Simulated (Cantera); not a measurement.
A perfectly stirred reactor is fed with H2 : O2 : H2O = 0.022 : 1 : 0.0013 (molar parts), at 10.00 Torr; it is held at 1350 K, and followed from long to short residence time.

Detailed kinetics in Cantera: the H2/O2 subset of GRI-Mech 3.0, which has no nitrogen chemistry. Radical loss at walls, strong at low pressure, is not modelled.

x: mole fraction; the columns are a selection and need not sum to one.

```csv
τ (s),x H2,x O2,x OH,x H2O2,x O,x H,x HO2
0.53,9.58e-5,0.970,0.00150,2.14e-8,0.00574,0.000265,6.44e-7
0.35,0.000119,0.969,0.00166,2.30e-8,0.00703,0.000360,7.15e-7
0.23,0.000148,0.967,0.00182,2.45e-8,0.00846,0.000476,7.84e-7
0.15,?,0.966,0.00199,2.59e-8,?,?,8.51e-7
0.10,0.000224,0.964,0.00213,2.71e-8,0.0114,0.000753,9.08e-7
0.067,0.000275,0.963,0.00227,2.83e-8,0.0126,0.000894,9.59e-7
0.044,0.000344,0.962,0.00241,2.97e-8,0.0138,0.00104,1.01e-6
0.029,0.000437,0.961,0.00254,3.12e-8,0.0146,0.00117,1.05e-6
0.019,0.000571,0.960,0.00268,3.31e-8,0.0152,0.00129,1.09e-6
0.013,0.000740,0.960,0.00283,3.52e-8,0.0154,0.00139,1.13e-6
0.0085,?,0.960,0.00301,?,0.0155,0.00150,1.18e-6
```

Fill in the missing entries.


- 0.15, x H2: 0.000183
- 0.15, x O: 0.00997
- 0.15, x H: 0.000613
- 0.0085, x H2: 0.00101
- 0.0085, x H2O2: 3.83e-8
